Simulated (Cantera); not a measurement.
Charge: 1 mol B2O3, 0.2 mol NH3, 3.2 mol H2, equilibrated at 1002 °C and 0.278 Torr.

Method: chemical equilibrium by Gibbs-energy minimisation in Cantera with the NASA 1993 tables (ideal gas, pure condensed phases). Candidate condensed phases: B, BN, B2O3, B3O3H3, H2O; 39 gas species. Mutual solubility and eutectic melting of coexisting phases are not modelled. The numbers say what is thermodynamically allowed, not how fast it happens.

Base state: H2 0.969, N2 0.0276, HBO2 0.00158, HBO 0.000893, B2O3 0.000248, H2O 0.000181, H 3.77e-5, B2O2 1.26e-5 (mole fractions); condensed: BN(s) + B2O3(l).

Task: What changes in the equilibrium state with this change: pressure from 0.278 Torr to 105 Torr?

Result: 
```json
[
 {"species": "H2", "before": "0.969", "after": "0.971"},
 {"species": "N2", "before": "0.0276", "after": "0.0273"},
 {"species": "H2O", "before": "0.000181", "after": "0.00131"},
 {"species": "HBO2", "before": "0.00158", "after": "0.000219"},
 {"species": "B2O2", "before": "1.26e-5", "after": "4.62e-9"},
 {"species": "B2O3", "before": "0.000248", "after": "6.57e-7"},
 {"species": "HBO", "before": "0.000893", "after": "1.71e-5"},
 {"species": "H", "before": "3.77e-5", "after": "1.94e-6"},
 {"species": "BN(s), mol", "before": "0.00123", "after": "0.00338"},
 {"species": "B2O3(l), mol", "before": "0.994", "after": "0.998"}
]
```
Gases not in the tables: H3BO3.

Task: What changes in the equilibrium state with this change: B2O3 replaced by B2H6?

Result: 
```
species         before    after
------------  --------  -------
H2               0.969    1.000
H              3.77e-5  3.83e-5
N2              0.0276  1.24e-8
HBO2           0.00158        0
HBO           0.000893        0
B2O3          0.000248        0
H2O           0.000181        0
B2O2           1.26e-5        0
BN(s), mol     0.00123    0.200
B2O3(l), mol     0.994        0
B(s), mol            0     1.80
```
The feed counts by its element totals alone.

Task: What changes in the equilibrium state with this change: temperature from 1002 °C to 1075 °C?

Result: 
```json
[
 {"species": "H2", "before": "0.969", "after": "0.963"},
 {"species": "N2", "before": "0.0276", "after": "0.0276"},
 {"species": "HBO", "before": "0.000893", "after": "0.00378"},
 {"species": "HBO2", "before": "0.00158", "after": "0.00378"},
 {"species": "B2O2", "before": "1.26e-5", "after": "0.000175"},
 {"species": "BO", "before": "1.31e-6", "after": "1.54e-5"},
 {"species": "B2O3", "before": "0.000248", "after": "0.00181"},
 {"species": "H", "before": "3.77e-5", "after": "0.000118"},
 {"species": "H2O", "before": "0.000181", "after": "0.000184"},
 {"species": "BN(s), mol", "before": "0.00123", "after": "0"},
 {"species": "B2O3(l), mol", "before": "0.994", "after": "0.979"}
]
```
